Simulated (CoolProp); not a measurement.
The numbers come from the reference Helmholtz-energy equation of state, Lemmon 2005 in CoolProp. It is a short technical equation, of lower accuracy than the large ones.

Question: For 1-butene, give the phase and the Joule-Thomson coefficient (K/MPa) at 61.35 °C and 0.101 MPa; 94.95 °C and 0.101 MPa; 106.15 °C and 0.101 MPa.

Answer: 
- 61.35 °C and 0.101 MPa: gas; Joule-Thomson coefficient 18.4
- 94.95 °C and 0.101 MPa: gas; Joule-Thomson coefficient 13.3
- 106.15 °C and 0.101 MPa: gas; Joule-Thomson coefficient 12.1
